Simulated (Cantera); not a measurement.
A perfectly stirred reactor is fed with N2O : H2O = 1 : 0.018 (molar parts), at 105 Torr; it is held at 1550 K, and followed from long to short residence time.

Model: GRI-Mech 3.0 (53 species, 325 reactions), integrated in Cantera. GRI-Mech 3.0 was tuned for natural gas; its chemistry of N2O as a main component is partial and can be far from experiment. The temperature is held fixed by assumption; the heat of reaction is taken as removed at once.

### Question
What does this change do: pressure from 105 Torr to 1.90 bar?

### Answer
```csv
quantity,before,after
x(N2O) at τ = 1.10 s,0.0430,0.00560
x(H2O) at τ = 1.10 s,0.0120,0.0119
x(NO) at τ = 1.10 s,0.124,0.0346
x(N2) at τ = 1.10 s,0.568,0.638
x(O) at τ = 1.10 s,7.64e-5,1.22e-5
x(N2O) at τ = 80.0 ms,0.352,0.0604
x(H2O) at τ = 80.0 ms,0.0138,0.0122
x(NO) at τ = 80.0 ms,0.0982,0.0763
x(N2) at τ = 80.0 ms,0.373,0.580
x(O) at τ = 80.0 ms,0.000102,3.43e-5
```

### Question
What does this change do: temperature 1550 to 1225 K?

### Answer
```json
[
 {"quantity": "x(N2O) at τ = 1.10 s", "before": "0.0430", "after": "0.791"},
 {"quantity": "x(H2O) at τ = 1.10 s", "before": "0.0120", "after": "0.0165"},
 {"quantity": "x(NO) at τ = 1.10 s", "before": "0.124", "after": "0.0125"},
 {"quantity": "x(N2) at τ = 1.10 s", "before": "0.568", "after": "0.122"},
 {"quantity": "x(O) at τ = 1.10 s", "before": "7.64e-5", "after": "2.51e-6"},
 {"quantity": "x(N2O) at τ = 80.0 ms", "before": "0.352", "after": "0.965"},
 {"quantity": "x(H2O) at τ = 80.0 ms", "before": "0.0138", "after": "0.0176"},
 {"quantity": "x(NO) at τ = 80.0 ms", "before": "0.0982", "after": "0.00107"},
 {"quantity": "x(N2) at τ = 80.0 ms", "before": "0.373", "after": "0.0110"},
 {"quantity": "x(O) at τ = 80.0 ms", "before": "0.000102", "after": "2.72e-6"}
]
```
The mechanism lacks the step 2 NO + O2 → 2 NO2, which can matter for NO2 below about 1400 K.

### Question
What does this change do: temperature 1550 to 1050 K?

### Answer
```json
[
 {"quantity": "x(N2O) at τ = 1.10 s", "before": "0.0430", "after": "0.977"},
 {"quantity": "x(H2O) at τ = 1.10 s", "before": "0.0120", "after": "0.0176"},
 {"quantity": "x(NO) at τ = 1.10 s", "before": "0.124", "after": "0.000122"},
 {"quantity": "x(N2) at τ = 1.10 s", "before": "0.568", "after": "0.00382"},
 {"quantity": "x(O) at τ = 1.10 s", "before": "7.64e-5", "after": "1.28e-7"},
 {"quantity": "x(N2O) at τ = 80.0 ms", "before": "0.352", "after": "0.982"},
 {"quantity": "x(H2O) at τ = 80.0 ms", "before": "0.0138", "after": "0.0177"},
 {"quantity": "x(NO) at τ = 80.0 ms", "before": "0.0982", "after": "1.21e-5"},
 {"quantity": "x(N2) at τ = 80.0 ms", "before": "0.373", "after": "0.000277"},
 {"quantity": "x(O) at τ = 80.0 ms", "before": "0.000102", "after": "1.32e-7"}
]
```
The mechanism lacks the step 2 NO + O2 → 2 NO2, which can matter for NO2 below about 1400 K.
